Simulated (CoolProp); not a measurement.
Vapour-liquid equilibrium of benzene (1) + n-octane (2) at 168.95 °C; x and y are mole fractions of (1).

Computed with CoolProp (multi-fluid Helmholtz-energy mixture model, Thol 2012 and Beckmüller 2019; pair parameters Bell 2016).

| x | bubble pressure, mixture model (kPa) | bubble pressure, Raoult's law (kPa) | y, mixture model | y, Raoult's law |
|---|---|---|---|---|
| 0.05 | [?] | 321.5 | 0.126 | 0.131 |
| 0.2 | [?] | 403.6 | 0.404 | 0.417 |
| 0.35 | 504.4 | 485.7 | 0.586 | 0.606 |
| 0.5 | 588.6 | 567.8 | [?] | 0.741 |
| 0.65 | 667.7 | 649.9 | 0.812 | 0.842 |
| 0.8 | 743.1 | 732.0 | 0.896 | 0.920 |
| 0.95 | 816.9 | 814.1 | [?] | 0.982 |

Problem. Fill in the missing entries.

Solution. 
- 0.05, bubble pressure, mixture model (kPa): 323.8
- 0.2, bubble pressure, mixture model (kPa): 415.1
- 0.5, y, mixture model: 0.714
- 0.95, y, mixture model: 0.974

The largest gap from Raoult's law is +3.9 % in bubble pressure, at x = 0.35. No azeotrope shows between x = 0.05 and 0.95.

Pair parameters are fitted to limited data, so mixtures are less certain than the pure fluids.
